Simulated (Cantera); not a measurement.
Standard-state values (1 bar) from the NASA 1993 polynomials, evaluated with Cantera. Values are per mole of reaction as written; species without (g) are pure solids or liquids, kept so even where they would boil at 1 bar.

2 OH(g) + Ba ⇌ Ba(OH)2

```json
[
 {"T (K)": "975", "ΔH° (kJ)": "-985.3", "ΔS° (J/K)": "-261.6", "ΔG° (kJ)": "-730.3", "log10 K": "39.12", "condensed phases": "Ba(s), Ba(OH)2(l)"},
 {"T (K)": "1075", "ΔH° (kJ)": "?", "ΔS° (J/K)": "?", "ΔG° (kJ)": "?", "log10 K": "?", "condensed phases": "Ba(l), Ba(OH)2(l)"},
 {"T (K)": "1175", "ΔH° (kJ)": "-985.4", "ΔS° (J/K)": "-262.2", "ΔG° (kJ)": "-677.3", "log10 K": "30.11", "condensed phases": "Ba(l), Ba(OH)2(l)"},
 {"T (K)": "1275", "ΔH° (kJ)": "-981.7", "ΔS° (J/K)": "-259.2", "ΔG° (kJ)": "-651.2", "log10 K": "26.68", "condensed phases": "Ba(l), Ba(OH)2(l)"},
 {"T (K)": "1375", "ΔH° (kJ)": "-978.0", "ΔS° (J/K)": "-256.4", "ΔG° (kJ)": "-625.5", "log10 K": "23.76", "condensed phases": "Ba(l), Ba(OH)2(l)"},
 {"T (K)": "1475", "ΔH° (kJ)": "?", "ΔS° (J/K)": "?", "ΔG° (kJ)": "?", "log10 K": "?", "condensed phases": "Ba(l), Ba(OH)2(l)"}
]
```

Q: Fill in the missing entries.

A: 
- 1075, ΔH° (kJ): -989.2
- 1075, ΔS° (J/K): -265.6
- 1075, ΔG° (kJ): -703.7
- 1075, log10 K: 34.19
- 1475, ΔH° (kJ): -974.5
- 1475, ΔS° (J/K): -253.9
- 1475, ΔG° (kJ): -600.0
- 1475, log10 K: 21.25
